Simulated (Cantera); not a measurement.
An isothermal, constant-pressure homogeneous reactor starts with H2 : O2 : N2 = 0.57 : 1 : 4.6 (molar parts), equivalence ratio 0.28, at 1100 K and 34000 Pa.

Detailed kinetics in Cantera: the H2/O2 subset of GRI-Mech 3.0, which has no nitrogen chemistry. The temperature is held fixed by assumption; the heat of reaction is taken as removed at once.

x: mole fraction; the columns are a selection and need not sum to one.

```
t (s)           x H2   x O2      x H2O2         x H         x O        x OH
--------  ----------  -----  ----------  ----------  ----------  ----------
3.00e-5       0.0924  0.162    1.65e-12     2.53e-9    7.56e-10    3.60e-10
0.000103      0.0924  0.162    6.59e-11     2.56e-7     8.30e-8     3.85e-8
0.000355  (withheld)  0.128  (withheld)  (withheld)  (withheld)  (withheld)
0.00122     0.000505  0.122     1.96e-6     4.66e-5    0.000186    0.000257
0.00421      6.01e-5  0.121     5.54e-7     1.26e-6     1.62e-5     7.20e-5
0.0145       5.13e-6  0.121     1.31e-7     5.22e-8     1.97e-6     2.74e-5
0.0499    (withheld)  0.121  (withheld)  (withheld)  (withheld)  (withheld)
0.172        2.94e-8  0.121     7.34e-9    2.78e-10     7.07e-8     5.31e-6
0.591        6.63e-9  0.121     2.05e-9    3.72e-11     1.86e-8     2.71e-6
2.03         1.85e-9  0.121    6.13e-10    5.93e-12     5.36e-9     1.45e-6
7.00        7.64e-10  0.121    2.34e-10    1.55e-12     1.99e-9     8.84e-7
```

What belongs in the gaps?


- 0.000355, x H2: 0.0176
- 0.000355, x H2O2: 3.42e-6
- 0.000355, x H: 0.0185
- 0.000355, x O: 0.00664
- 0.000355, x OH: 0.00295
- 0.0499, x H2: 2.86e-7
- 0.0499, x H2O2: 2.93e-8
- 0.0499, x H: 2.86e-9
- 0.0499, x O: 3.20e-7
- 0.0499, x OH: 1.13e-5
